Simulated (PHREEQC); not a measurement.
Polishing slurry liquid: an equilibrium model

Solution (25 °C and 50 atm): 0.0064 mol/kgw HNO3, 0.0052 mol/kgw KNO3 and 0.0077 mol/kgw CuSO4. Closed to the air; pH follows from the charge balance.

Computed with PHREEQC (ion-association model, phreeqc.dat).

The pH is 2.35 and the ionic strength comes out as 0.0335 mol/kgw. The specific conductance is 3880 µS/cm and the total alkalinity comes out as -6.40 meq/kg.

| species | molality | activity | log γ |
|---|---|---|---|
| NO3- | 0.0116 | 0.00967 | -0.079 |
| Cu+2 | 0.00613 | 0.00327 | -0.274 |
| H+ | 0.00517 | 0.00450 | -0.060 |
| K+ | 0.00511 | 0.00429 | -0.076 |
| SO4-2 | 0.00482 | 0.00248 | -0.288 |
| CuSO4 | 0.00157 | 0.00158 | 0.003 |
| HSO4- | 0.00122 | 0.00103 | -0.074 |
| KSO4- | 8.63e-5 | 7.34e-5 | -0.070 |
| CuOH+ | 8.48e-9 | 7.14e-9 | -0.075 |

Precipitation was switched off in this run. Under pressure, the constants of complexes without a molar volume in the database are unreliable.
